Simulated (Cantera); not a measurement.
A closed system holds: 1 mol PbO, 0.19 mol O₂, 0.96 mol N₂, held at 0.450 bar.

Equilibrium computed with Cantera from the NASA thermochemical tables; the gas is ideal and each condensed phase is pure. Candidate condensed phases: Pb, PbO, PbO₂, Pb₃O₄; 12 gas species. Gases not in the tables: (PbO)n polymers. Equilibrium is a limit: real reactors are often held back by kinetics, nucleation or transport.

log p: log10 of the partial pressure in bar; n: condensed amount in mol.

```
T (K)  log p N₂  log p O₂  log p PbO    log p NO  log p Pb  log p O  n PbO(red)  n PbO(yellow)  n PbO(l)
-----  --------  --------  ---------  ----------  --------  -------  ----------  -------------  --------
675       -0.43     -1.13       <-12  (withheld)      <-12     <-12        1.00              0         0
775       -0.43     -1.13     -10.75  (withheld)      <-12     <-12           0           1.00         0
875       -0.43     -1.13      -8.59  (withheld)      <-12   -12.25           0           1.00         0
975       -0.43     -1.13      -6.89  (withheld)    -10.99   -10.71           0           1.00         0
1075      -0.43     -1.13      -5.51  (withheld)     -8.99    -9.45           0          1.000         0
1175      -0.43     -1.13      -4.39  (withheld)     -7.35    -8.40           0              0     1.000
1275      -0.43     -1.13      -3.54  (withheld)     -6.05    -7.52           0              0     0.999
1375      -0.43     -1.13      -2.81  (withheld)     -4.95    -6.76           0              0     0.996
1475      -0.43     -1.14      -2.20  (withheld)     -4.01    -6.11           0              0     0.983
1575      -0.45     -1.15      -1.66  (withheld)     -3.18    -5.55           0              0     0.939
```

**Question.** What belongs in the gaps?

**Answer.** 
- 675, log p NO: -7.19
- 775, log p NO: -6.28
- 875, log p NO: -5.57
- 975, log p NO: -5.01
- 1075, log p NO: -4.56
- 1175, log p NO: -4.18
- 1275, log p NO: -3.86
- 1375, log p NO: -3.59
- 1475, log p NO: -3.36
- 1575, log p NO: -3.17
